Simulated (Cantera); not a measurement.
A closed system holds: 1 mol TiCl₄, 3.2 mol O₂, held at 625 K and 9.10 mbar.

Method: chemical equilibrium by Gibbs-energy minimisation in Cantera with the NASA 1993 tables (ideal gas, pure condensed phases). Candidate condensed phases: Ti, TiCl₂, TiCl₃, TiCl₄, TiO, TiO₂, Ti₂O₃, Ti₃O₅, Ti₄O₇; 15 gas species. Condensed phases not in the tables: TiOCl. Kinetics and transport are ignored.

Base state: O₂ 0.524, Cl₂ 0.476 (mole fractions); condensed: TiO₂(rutile).

### Question
What changes in the equilibrium state with this change: temperature from 625 K to 1225 K?

### Answer
| species | before | after |
|---|---|---|
| O₂ | 0.524 | 0.513 |
| Cl₂ | 0.476 | 0.445 |
| Cl | 3.79e-7 | 0.0427 |
| TiCl₄ | <1e-9 | 1.04e-5 |
| ClO | 7.91e-9 | 0.000109 |
| TiO₂(rutile), mol | 1.00 | 1.000 |
